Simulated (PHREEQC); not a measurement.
**Spent oxide etchant (model solution)**

Make-up at 80 °C: 0.02 mol NH4HF2, 0.0046 mol (NH4)2SiF6 and 0.0013 mol H3PO4 per kg of water. Closed to the air; pH follows from the charge balance.

The numbers come from PHREEQC with the ion-association model, phreeqc.dat.

```yaml
pH: 3.52
ionic_strength: 0.0341 mol/kgw
total_alkalinity: -39.7 meq/kg
```

```csv
species,molality,activity,log γ
NH4+,0.0292,0.0237,-0.091
HF,0.0194,0.0196,0.003
F-,0.0177,0.0145,-0.087
SiF6-2,0.00460,0.00219,-0.322
HF2-,0.00147,0.00121,-0.083
H2PO4-,0.00122,0.00102,-0.079
H+,0.000356,0.000304,-0.068
H3PO4,7.87e-5,7.93e-5,0.003
H4SiO4,1.30e-6,1.31e-6,0.003
NH3,1.14e-6,1.15e-6,0.003
HPO4-2,5.65e-7,2.69e-7,-0.322
OH-,1.03e-9,8.46e-10,-0.087
```

No solid was allowed to form. Species that the database lacks are ignored. Constants without temperature data keep their 25 °C values here. SiF6-2 is the database's only silicon fluoride.
